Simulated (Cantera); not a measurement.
Hydrocarbon pyrolysis for carbon deposition

A perfectly stirred reactor is fed with C2H6 : N2 = 1 : 25 (molar parts), at 0.00760 bar; it is held at 1525 K, and followed from long to short residence time.

Detailed kinetics in Cantera: GRI-Mech 3.0 (53 species, 325 reactions). GRI-Mech 3.0 stops at C3 and has no aromatics, soot or wall deposition, so with more carbon than oxygen in the feed, carbon stays in small species such as C2H2 where larger ones or solid carbon would form. Radical loss at walls, strong at low pressure, is not modelled.

```tsv
τ (s)	x C2H6	x CH4	x H	x C2H	x C2H2	x C2H4	x CH3
5.8	3.36e-5	0.00394	0.000234	2.63e-7	0.0335	0.000188	0.000287
2.6	7.13e-5	0.00522	0.000247	2.81e-7	0.0326	0.000379	0.000419
1.2	0.000147	0.00673	0.000261	2.99e-7	0.0314	0.000737	0.000602
0.52	0.000321	0.00856	0.000277	3.19e-7	0.0296	0.00148	0.000884
0.23	0.000683	0.0103	0.000292	3.35e-7	0.0269	0.00282	0.00128
0.10	0.00147	0.0117	0.000306	3.41e-7	0.0230	0.00513	0.00186
0.045	0.00303	0.0119	0.000313	3.22e-7	0.0179	0.00834	0.00264
0.020	0.00621	0.0105	0.000307	2.62e-7	0.0117	0.0118	0.00369
0.0090	0.0120	0.00744	0.000277	1.64e-7	0.00573	0.0133	0.00478
0.0040	0.0207	0.00377	0.000220	6.70e-8	0.00171	0.0104	0.00524
0.0018	0.0297	0.00131	0.000143	1.50e-8	0.000257	0.00500	0.00429
```
x: mole fraction; the columns are a selection and need not sum to one.
